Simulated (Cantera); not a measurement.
# Equilibrium for carbothermic reduction: SiO₂ + CH₄ + N₂

Charge: 1 mol SiO₂, a varied amount of CH₄, 8.9 mol N₂, held at 1850 K and 0.000770 bar.

Cantera equilibrium calculation (NASA polynomials, part measured and part estimated; ideal gas, pure solids and liquids). Candidate condensed phases: C, C₆H₆, C₇H₈, C₈H₁₈, H₂O, Si, SiC, SiO₂, Si₂N₂O, Si₃N₄; 151 gas species. The tables' values for SiN, SiO₂ are old estimates; treat these amounts as uncertain. The tables hold silica as quartz up to 1696 K and as liquid above; real silica turns to tridymite and cristobalite and melts near 1996 K. Kinetics and transport are ignored.

```tsv
n(CH₄) (mol)	x N₂	x H₂	x CO	x SiO	x H	x H₂O	n SiO₂(condensed)	n SiC(s)
0.45	0.820	0.0705	0.0401	0.0527	0.00516	0.00982	0.427	0
0.61	0.773	0.0925	0.0515	0.0650	0.00591	0.0105	0.252	0
0.83	0.717	0.119	0.0653	0.0794	0.00670	0.0110	0.0134	0
1.1	0.675	0.163	0.0810	0.0706	0.00783	2.66e-8	0	0.0276
1.5	0.636	0.210	0.0904	0.0525	0.00889	3.12e-8	0	0.230
2.1	0.585	0.271	0.103	0.0290	0.0101	3.19e-8	0	0.533
2.8	0.535	0.331	0.114	0.00623	0.0112	1.91e-8	0	0.884
```
x: gas mole fraction; n: condensed amount in mol.

From 0.45 mol CH₄ to 0.83 mol CH₄ the condensed part is SiO₂(condensed). From 1.1 mol CH₄ to 2.8 mol CH₄ the condensed part is SiC(s). The main Si-bearing gas is SiO throughout. The share of Si in condensed phases is highest at 2.8 mol CH₄ (88.4 %) and lowest at 0.83 mol CH₄ (1.3 %).
